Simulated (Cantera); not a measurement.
Input: 1 mol HI, 3.8 mol H2, 1.1 mol N2, equilibrated at 702 °C and 2.00 bar.

These are equilibrium values from Cantera (NASA tables, ideal gas, pure condensed phases), not measurements of a reactor. Candidate condensed phases: I2; 12 gas species. Equilibrium is a limit: real reactors are often held back by kinetics, nucleation or transport.

Base state: H2 0.645, N2 0.186, HI 0.165, I2 0.00140, I 0.00116, NH3 0.000309 (mole fractions); condensed: gas only.

Question: What changes in the equilibrium state with this change: HI replaced by H2O?

Answer: 
```
species    before     after
-------  --------  --------
H2          0.645     0.644
N2          0.186     0.186
H2O             0     0.170
HI          0.165         0
I2        0.00140         0
I         0.00116         0
NH3      0.000309  0.000308
```
Further candidate phases: H2O.
